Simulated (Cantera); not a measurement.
Cantera run, input and output.

```python
import numpy as np
import cantera as ct

gas = ct.Solution("gri30.yaml")
gas.TPX = 1175, 75000, {'N2O': 1, 'N2': 5.5}
reactor = ct.IdealGasConstPressureReactor(gas, energy="off", clone=False)
net = ct.ReactorNet([reactor])
net.rtol, net.atol = 1e-08, 1e-18
show = ['N2O', 'NO', 'O', 'NO2', 'N2']
times = np.geomspace(2e-05, 90, 15)

steps = ct.SolutionArray(gas, extra=["t"])
rows = []
print(f"{'t/s':>10s}{'T/K':>9s}{'P/Pa':>11s}" + "".join(f"{s:>11s}" for s in show))
for t in times:
    while net.time < t:
        t_next = net.step()
        steps.append(gas.state, t=t_next)
    rows.append([np.interp(t, steps.t, y) for y in (steps.T, steps.P, *steps(*show).X.T)])
    print(f"{t:10.3e}{rows[-1][0]:9.1f}{rows[-1][1]:11.4g}" + "".join(f"{x:11.3e}" for x in rows[-1][2:]))
rate = np.gradient(steps.T, steps.t)
print("integrator steps:", len(steps.t))
if steps.T.max() > steps.T[0] + 200:
    print(f"time of steepest temperature rise: {steps.t[rate.argmax()]:.4e} s")
gas.TPX = 1175, 75000, {'N2O': 1, 'N2': 5.5}
gas.equilibrate("TP")
print(f"equilibrium (TP): T = {gas.T:.1f} K  " + "  ".join(f"{s} {gas[s].X[0]:.3e}" for s in show))
```

It prints:

```
       t/s      T/K       P/Pa        N2O         NO          O        NO2         N2
 2.000e-05   1175.0    7.5e+04  1.538e-01  1.268e-08  3.525e-07  7.015e-15  8.462e-01
 5.974e-05   1175.0    7.5e+04  1.538e-01  9.156e-08  7.705e-07  3.626e-13  8.462e-01
 1.784e-04   1175.0    7.5e+04  1.538e-01  4.966e-07  1.127e-06  1.065e-11  8.462e-01
 5.330e-04   1175.0    7.5e+04  1.538e-01  1.899e-06  1.176e-06  1.551e-10  8.462e-01
 1.592e-03   1175.0    7.5e+04  1.538e-01  6.114e-06  1.176e-06  1.587e-09  8.462e-01
 4.755e-03   1175.0    7.5e+04  1.536e-01  1.869e-05  1.175e-06  1.427e-08  8.463e-01
 1.420e-02   1175.0    7.5e+04  1.532e-01  5.608e-05  1.174e-06  1.147e-07  8.465e-01
 4.243e-02   1175.0    7.5e+04  1.519e-01  1.666e-04  1.171e-06  7.514e-07  8.471e-01
 1.267e-01   1175.0    7.5e+04  1.483e-01  4.878e-04  1.159e-06  3.439e-06  8.489e-01
 3.785e-01   1175.0    7.5e+04  1.379e-01  1.379e-03  1.121e-06  1.134e-05  8.540e-01
 1.131e+00   1175.0    7.5e+04  1.120e-01  3.533e-03  1.016e-06  3.046e-05  8.668e-01
 3.377e+00   1175.0    7.5e+04  6.413e-02  7.137e-03  7.547e-07  6.253e-05  8.906e-01
 1.009e+01   1175.0    7.5e+04  1.705e-02  9.697e-03  3.066e-07  8.551e-05  9.146e-01
 3.013e+01   1175.0    7.5e+04  8.585e-04  1.000e-02  2.379e-08  8.946e-05  9.231e-01
 9.000e+01   1175.0    7.5e+04  2.650e-07  9.996e-03  4.378e-09  9.265e-05  9.236e-01
integrator steps: 1095
equilibrium (TP): T = 1175.0 K  N2O 6.852e-09  NO 1.024e-04  O 4.534e-09  NO2 9.846e-07  N2 9.285e-01
```

Detailed kinetics in Cantera: GRI-Mech 3.0 (53 species, 325 reactions). GRI-Mech 3.0 was tuned for natural gas; its chemistry of N2O as a main component is partial and can be far from experiment. The mechanism lacks the step 2 NO + O2 → 2 NO2, which can matter for NO2 below about 1400 K. The temperature is held fixed by assumption; the heat of reaction is taken as removed at once.
